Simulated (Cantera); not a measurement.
Input (Python, Cantera):

```python
import numpy as np
import cantera as ct

surf = ct.Interface("diamond.yaml", "diamond_100")
gas, bulk = surf.adjacent["gas"], surf.adjacent["diamond"]
k = surf.kinetics_species_index(bulk.species_names[0])
cover = ["c6HH", "c6H*", "c6*H", "c6**", "c6HM", "c6B"]

rows, drift = [], 0.0
print(f"{'xCH3':>10s}{'um/h':>11s}" + "".join(f"{s:>11s}" for s in cover))
for v in [1e-06, 2.8e-06, 8e-06, 2.3e-05, 6.4e-05, 0.00018, 0.00052, 0.0015, 0.0041]:
    T, P, xH, xCH3 = 1150, 14000, 0.028, v
    gas.TPX = T, P, {"H": xH, "CH3": xCH3, "CH4": 0.0027, "H2": 1 - xH - xCH3 - 0.0027}
    surf.TP = bulk.TP = T, P
    surf.coverages = "c6H*:0.1, c6HH:0.9"
    surf.advance_coverages(100.0)
    before = surf.coverages
    surf.advance_coverages(100.0)
    drift = max(drift, np.max(np.abs(surf.coverages - before) / (surf.coverages + 1e-9)))
    rate = surf.net_production_rates[k] * bulk.mean_molecular_weight / bulk.density * 3.6e9
    rows.append([rate, *surf[cover].coverages])
    print(f"{v:10.4g}{rate:11.4e}" + "".join(f"{x:11.3e}" for x in rows[-1][1:]))
```

It prints:

```
      xCH3       um/h       c6HH       c6H*       c6*H       c6**       c6HM        c6B
     1e-06 1.2485e-01  4.728e-01  3.398e-02  4.687e-01  2.449e-02  1.040e-05  3.388e-10
   2.8e-06 3.4956e-01  4.728e-01  3.398e-02  4.687e-01  2.449e-02  2.911e-05  9.486e-10
     8e-06 9.9864e-01  4.727e-01  3.397e-02  4.687e-01  2.449e-02  8.316e-05  2.710e-09
   2.3e-05 2.8702e+00  4.726e-01  3.396e-02  4.686e-01  2.448e-02  2.390e-04  7.788e-09
   6.4e-05 7.9797e+00  4.723e-01  3.394e-02  4.682e-01  2.445e-02  6.645e-04  2.165e-08
   0.00018 2.2388e+01  4.715e-01  3.387e-02  4.673e-01  2.438e-02  1.864e-03  6.075e-08
   0.00052 6.4221e+01  4.690e-01  3.368e-02  4.646e-01  2.416e-02  5.349e-03  1.743e-07
    0.0015 1.8156e+02  4.620e-01  3.312e-02  4.570e-01  2.356e-02  1.513e-02  4.927e-07
    0.0041 4.7139e+02  4.448e-01  3.176e-02  4.381e-01  2.209e-02  3.930e-02  1.279e-06
```

Model: the Harris–Goodwin 1993 mechanism for the reconstructed diamond (100) surface, integrated in Cantera.
